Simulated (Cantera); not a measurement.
Mixture: 17.7 % CH4, 0.903 % CO, 17.1 % O2, 64.3 % N2, equivalence ratio 2.1, at 490000 Pa, adiabatic and at constant volume. Ignition delay is the time to a rise of 400 K.

Cantera simulation using GRI-Mech 3.0 (53 species, 325 reactions); the numbers are that mechanism's predictions, not measurements.

Task: Predict: delay at 1100 K; delay at 1200 K; delay at 1300 K; delay at 1400 K; apparent activation energy between 1350 and 1450 K.

Result: 
```json
{
 "delay at 1100 K": "66.1 ms",
 "delay at 1200 K": "15.8 ms",
 "delay at 1300 K": "4.38 ms",
 "delay at 1400 K": "1.35 ms",
 "apparent activation energy between 1350 and 1450 K": "180 kJ/mol"
}
```
